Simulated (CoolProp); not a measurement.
Saturation properties of tetrahydrofuran (Tc = 540.2 K, pc = 5304 kPa, ω = 0.234).

Computed with CoolProp (reference Helmholtz-energy equation of state, Fiedler 2023).

```json
[
 {"T (K)": "328.1", "p (kPa)": "70.00", "liquid density (kg/m³)": "848.4", "vapour density (kg/m³)": "1.891", "liquid cp (kJ/(kg K))": "1.839"},
 {"T (K)": "334.5", "p (kPa)": "87.15", "liquid density (kg/m³)": "841.0", "vapour density (kg/m³)": "2.318", "liquid cp (kJ/(kg K))": "1.865"},
 {"T (K)": "340.8", "p (kPa)": "107.1", "liquid density (kg/m³)": "833.7", "vapour density (kg/m³)": "2.808", "liquid cp (kJ/(kg K))": "1.891"},
 {"T (K)": "347.2", "p (kPa)": "130.9", "liquid density (kg/m³)": "826.2", "vapour density (kg/m³)": "3.385", "liquid cp (kJ/(kg K))": "1.918"},
 {"T (K)": "353.5", "p (kPa)": "158.2", "liquid density (kg/m³)": "818.8", "vapour density (kg/m³)": "4.040", "liquid cp (kJ/(kg K))": "1.945"},
 {"T (K)": "359.8", "p (kPa)": "189.7", "liquid density (kg/m³)": "811.2", "vapour density (kg/m³)": "4.787", "liquid cp (kJ/(kg K))": "1.973"},
 {"T (K)": "366.2", "p (kPa)": "226.5", "liquid density (kg/m³)": "803.5", "vapour density (kg/m³)": "5.653", "liquid cp (kJ/(kg K))": "2.001"},
 {"T (K)": "372.5", "p (kPa)": "267.8", "liquid density (kg/m³)": "795.7", "vapour density (kg/m³)": "6.618", "liquid cp (kJ/(kg K))": "2.030"},
 {"T (K)": "378.8", "p (kPa)": "314.7", "liquid density (kg/m³)": "787.9", "vapour density (kg/m³)": "7.706", "liquid cp (kJ/(kg K))": "2.059"},
 {"T (K)": "385.2", "p (kPa)": "368.5", "liquid density (kg/m³)": "779.8", "vapour density (kg/m³)": "8.949", "liquid cp (kJ/(kg K))": "2.089"},
 {"T (K)": "391.5", "p (kPa)": "428.0", "liquid density (kg/m³)": "771.7", "vapour density (kg/m³)": "10.32", "liquid cp (kJ/(kg K))": "2.119"},
 {"T (K)": "397.8", "p (kPa)": "494.5", "liquid density (kg/m³)": "763.4", "vapour density (kg/m³)": "11.85", "liquid cp (kJ/(kg K))": "2.150"},
 {"T (K)": "404.2", "p (kPa)": "569.7", "liquid density (kg/m³)": "754.9", "vapour density (kg/m³)": "13.58", "liquid cp (kJ/(kg K))": "2.182"},
 {"T (K)": "410.5", "p (kPa)": "651.9", "liquid density (kg/m³)": "746.3", "vapour density (kg/m³)": "15.48", "liquid cp (kJ/(kg K))": "2.215"},
 {"T (K)": "416.9", "p (kPa)": "744.1", "liquid density (kg/m³)": "737.4", "vapour density (kg/m³)": "17.61", "liquid cp (kJ/(kg K))": "2.249"}
]
```

It boils at 339.1 K under 1 atm.
